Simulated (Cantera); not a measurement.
A closed system holds: 1 mol NH₃, 8.9 mol H₂O, held at 49.0 mbar.

Equilibrium computed with Cantera from the NASA thermochemical tables; the gas is ideal and each condensed phase is pure. Candidate condensed phases: H₂O; 24 gas species. Equilibrium is a limit: real reactors are often held back by kinetics, nucleation or transport.

### Question
At 2650 K, list the 6 most abundant gas species with their mole fractions, and the condensed phases.

### Answer
H₂O 0.567, H₂ 0.185, H 0.0911, OH 0.0679, N₂ 0.0388, O₂ 0.0266. Condensed: gas only.
